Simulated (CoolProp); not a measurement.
Values from CoolProp's reference Helmholtz-energy equation of state, Kamei 1995.

Problem. For R22, give the phase and the density (kg/m³), cp (kJ/(kg K)), cv (kJ/(kg K)), isothermal compressibility (1/MPa) at 340.1 K and 18800 kPa.

Solution. 
- 340.1 K and 18800 kPa: liquid; density 1140, cp 1.21, cv 0.722, isothermal compressibility 0.00491
